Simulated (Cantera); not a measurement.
Charge: 1 mol CF4, 0.82 mol F2, 1 mol H2, held at 1875 K and 1.65 Torr.

Equilibrium computed with Cantera from the NASA thermochemical tables; the gas is ideal and each condensed phase is pure. Candidate condensed phases: C, C6H6, C7H8, C8H18; 95 gas species. Gases not in the tables: C2F6 and larger saturated fluorocarbons. The numbers say what is thermodynamically allowed, not how fast it happens.

Question: What is the equilibrium state?

Answer: 
```json
{
 "x(HF)": "0.661",
 "x(CF4)": "0.273",
 "x(CF2)": "0.0411",
 "x(F)": "0.0226",
 "x(CF3)": "0.00205",
 "x(CF)": "5.41e-5",
 "x(CHF3)": "1.44e-6",
 "x(H)": "1.37e-6",
 "n(C(graphite))": "0.0432 mol",
 "gas_amount": "3.025 mol"
}
```
